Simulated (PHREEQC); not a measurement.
Brine: speciation

Dissolve 1.7 mol/kgw MgCl2, 0.045 mol/kgw MgSO4 and 0.29 mol/kgw KBr at 25 °C. Closed to the air; pH follows from the charge balance.

The numbers come from PHREEQC with the Pitzer model, pitzer.dat.

This is a speciation only: nothing precipitates in the calculation.

**Question.** What activity of water, density, osmotic coefficient does the model give?

**Answer.** activity of water 0.864; density 1.142 g/cm³; osmotic coefficient 1.411.

Species that the database lacks are ignored.
